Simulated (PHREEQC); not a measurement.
Consider water at 25 °C with 9.6 mmol/kgw Na2SO4 and 44 mmol/kgw KCl. Closed to the air; pH follows from the charge balance.

Equilibrium calculation in PHREEQC: ion-association model, phreeqc.dat.

This is a speciation only: nothing precipitates in the calculation.

Task: Order these S species by the share of S that they hold, largest first: SO4-2, NaSO4-, KSO4-.

Result: SO4-2 (86 %), KSO4- (11 %), NaSO4- (3.4 %)

The ionic strength is 0.0701 mol/kgw.
